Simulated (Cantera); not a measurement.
Input: 1 mol Si, 0.028 mol H2O, 30 mol H2, equilibrated at 240 Pa.

Method: chemical equilibrium by Gibbs-energy minimisation in Cantera with the NASA 1993 tables (ideal gas, pure condensed phases). Candidate condensed phases: H2O, Si, SiO2; 18 gas species. Mutual solubility and eutectic melting of coexisting phases are not modelled. The tables hold silica as quartz up to 1696 K and as liquid above; real silica turns to tridymite and cristobalite and melts near 1996 K. Rates play no part. All values below are at 1198 K.

Base state: H2 1.000, SiO 0.000211 (mole fractions); condensed: Si(s) + SiO2(β-quartz).

Question: What changes in the equilibrium state with this change: pressure from 240 Pa to 5400 Pa?

Answer: 
| species | before | after |
|---|---|---|
| H2 | 1.000 | 1.000 |
| SiO | 0.000211 | 9.37e-6 |
| Si(s), mol | 0.983 | 0.986 |
| SiO2(β-quartz), mol | 0.0108 | 0.0139 |
